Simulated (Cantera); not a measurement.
A closed system holds: 1 mol CF4, a varied amount of H2, held at 2325 K and 3.60 Pa.

These are equilibrium values from Cantera (NASA tables, ideal gas, pure condensed phases), not measurements of a reactor. Candidate condensed phases: C, C6H6, C7H8, C8H18; 95 gas species. Kinetics and transport are ignored.

**Question.** At 1.4 mol H2, list the 5 most abundant gas species with their mole fractions, and the condensed phases.

**Answer.** HF 0.683, F 0.299, H 0.00984, CF 0.00545, CF2 0.00136. Condensed: C(graphite).
